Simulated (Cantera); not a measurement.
Boron, boron nitride and boron oxide: BCl3 + NH3

Input: 1 mol BCl3, 0.32 mol NH3, equilibrated at 1550 K and 4.70 mbar.

Equilibrium computed with Cantera from the NASA thermochemical tables; the gas is ideal and each condensed phase is pure. Candidate condensed phases: B, BN, NH4Cl; 21 gas species. The tables' values for BCl2, BCl are old estimates; treat these amounts as uncertain. Gases not in the tables: BHCl2. The numbers say what is thermodynamically allowed, not how fast it happens.

```
Property                            Result
-------------------------------  ---------
x(HCl)                               0.553
x(BCl3)                              0.420
x(H2)                               0.0153
x(N2)                              0.00574
x(BCl2)                            0.00389
x(Cl)                              0.00164
x(BCl)                            0.000744
x(H)                               5.69e-5
x(Cl2)                             1.92e-6
n(BN(s))                         0.301 mol
gas amount                       1.646 mol
log10 activity of B(s) (absent)      -1.57
```
